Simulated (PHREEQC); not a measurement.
Metal-bearing waste water: speciation

Dissolve 0.016 mol/kgw CdCl2, 5.8e-05 mol/kgw NiCl2, 0.073 mol/kgw HCl and 0.02 mol/kgw NaCl at 60 °C. Closed to the air; pH follows from the charge balance.

The numbers come from PHREEQC with the ion-association model, wateq4f.dat.

Each row changes one thing in this solution. Precipitation was switched off in this run.

```json
[
 {"case": "as made", "pH": "1.23", "ionic strength (mol/kgw)": "0.111", "Cl- (mol/kgw)": "0.108", "CdCl+ (mol/kgw)": "0.0102", "CdCl2 (mol/kgw)": "0.00284", "Cd+2 (mol/kgw)": "0.00270", "SI of Halite (NaCl)": "-4.56", "SI of CdOHCl (CdOHCl)": "-5.86"},
 {"case": "NiCl2 replaced by KCl at the same molality", "pH": "1.23", "ionic strength (mol/kgw)": "0.111", "Cl- (mol/kgw)": "0.108", "CdCl+ (mol/kgw)": "0.0102", "CdCl2 (mol/kgw)": "0.00284", "Cd+2 (mol/kgw)": "0.00270", "SI of Halite (NaCl)": "-4.56", "SI of CdOHCl (CdOHCl)": "-5.86"},
 {"case": "NaCl from 0.02 to 0.01 mol/kgw", "pH": "1.23", "ionic strength (mol/kgw)": "0.102", "Cl- (mol/kgw)": "0.0988", "CdCl+ (mol/kgw)": "0.0102", "CdCl2 (mol/kgw)": "0.00265", "Cd+2 (mol/kgw)": "0.00288", "SI of Halite (NaCl)": "-4.90", "SI of CdOHCl (CdOHCl)": "-5.86"},
 {"case": "temperature from 60 to 30 °C", "pH": "1.22", "ionic strength (mol/kgw)": "0.112", "Cl- (mol/kgw)": "0.109", "CdCl+ (mol/kgw)": "(withheld)", "CdCl2 (mol/kgw)": "0.00270", "Cd+2 (mol/kgw)": "0.00280", "SI of Halite (NaCl)": "-4.49", "SI of CdOHCl (CdOHCl)": "-6.29"},
 {"case": "diluted 5-fold with water", "pH": "1.89", "ionic strength (mol/kgw)": "0.0244", "Cl- (mol/kgw)": "0.0230", "CdCl+ (mol/kgw)": "0.00172", "CdCl2 (mol/kgw)": "0.000133", "Cd+2 (mol/kgw)": "0.00135", "SI of Halite (NaCl)": "-5.83", "SI of CdOHCl (CdOHCl)": "(withheld)"},
 {"case": "temperature from 60 to 65 °C", "pH": "1.23", "ionic strength (mol/kgw)": "0.111", "Cl- (mol/kgw)": "0.108", "CdCl+ (mol/kgw)": "0.0101", "CdCl2 (mol/kgw)": "0.00285", "Cd+2 (mol/kgw)": "0.00269", "SI of Halite (NaCl)": "(withheld)", "SI of CdOHCl (CdOHCl)": "-5.80"},
 {"case": "temperature from 60 to 90 °C", "pH": "1.23", "ionic strength (mol/kgw)": "0.111", "Cl- (mol/kgw)": "0.108", "CdCl+ (mol/kgw)": "(withheld)", "CdCl2 (mol/kgw)": "0.00290", "Cd+2 (mol/kgw)": "0.00267", "SI of Halite (NaCl)": "-4.63", "SI of CdOHCl (CdOHCl)": "(withheld)"}
]
```

Task: Some entries are withheld; supply them.

Result: 
- temperature from 60 to 30 °C, CdCl+ (mol/kgw): 0.0103
- diluted 5-fold with water, SI of CdOHCl (CdOHCl): -5.92
- temperature from 60 to 65 °C, SI of Halite (NaCl): -4.58
- temperature from 60 to 90 °C, CdCl+ (mol/kgw): 0.00999
- temperature from 60 to 90 °C, SI of CdOHCl (CdOHCl): -5.50

Away from 25 °C the constants follow the database's enthalpies or fits; those with neither stay at their 25 °C values.
